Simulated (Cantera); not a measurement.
Feed: 1 mol PH₃, 0.066 mol H₂O, 0.56 mol O₂, at 3048.15 K and 0.133 bar.

Method: chemical equilibrium by Gibbs-energy minimisation in Cantera with the NASA 1993 tables (ideal gas, pure condensed phases). Candidate condensed phases: H₂O, P, P₄O₁₀; 17 gas species. Gases not in the tables: HPO₂, HPO₃ and P₄O₆. The numbers say what is thermodynamically allowed, not how fast it happens.

Base state: H₂ 0.328, H 0.286, PO 0.279, H₂O 0.0410, PO₂ 0.0262, P 0.0143, OH 0.0124, O 0.00658 (mole fractions); condensed: gas only.

### Question
What changes in the equilibrium state with this change: temperature from 3048.15 K to 2298.15 K?

### Answer
```csv
species,before,after
H₂,0.328,0.508
PO,0.279,0.239
H₂O,0.0410,0.118
H,0.286,0.0187
OH,0.0124,0.000701
P₂,0.00513,0.0517
P,0.0143,0.00180
PO₂,0.0262,0.0620
O,0.00658,1.76e-5
O₂,0.000326,1.72e-6
PH,0.000741,0.000350
```
